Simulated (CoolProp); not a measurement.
Vapour-liquid equilibrium of R134a (1) + R245fa (2) at 346.4 K; x and y are mole fractions of (1).

Model: multi-fluid Helmholtz-energy mixture model, Tillner-Roth 1994 and Akasaka 2015; pair parameters Akasaka 2014, in CoolProp.

```csv
x,bubble pressure (bar),y at the bubble point,dew pressure at overall composition x (bar),liquid density (mol/L)
0.05,7.333,0.123,6.904,8.971
0.2,9.441,0.392,7.836,9.150
0.35,11.61,0.572,9.038,9.306
0.5,13.88,0.705,10.64,9.435
0.65,16.28,0.809,12.85,9.534
0.8,18.88,0.897,16.04,9.591
0.95,21.73,0.975,20.74,9.585
```

No azeotrope shows between x = 0.05 and 0.95.

Pair parameters are fitted to limited data, so mixtures are less certain than the pure fluids.
